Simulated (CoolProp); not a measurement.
Model: reference Helmholtz-energy equation of state, Gao 2016, in CoolProp.

### Question
For sulfur dioxide, give the phase and the density (kg/m³), speed of sound (m/s), fugacity coefficient at 300.1 K and 350 bar; 321 K and 350 bar; 404.4 K and 350 bar.

### Answer
- 300.1 K and 350 bar: liquid; density 1420, speed of sound 1040, fugacity coefficient 0.0211
- 321 K and 350 bar: liquid; density 1380, speed of sound 972, fugacity coefficient 0.0376
- 404.4 K and 350 bar: liquid; density 1170, speed of sound 711, fugacity coefficient 0.177
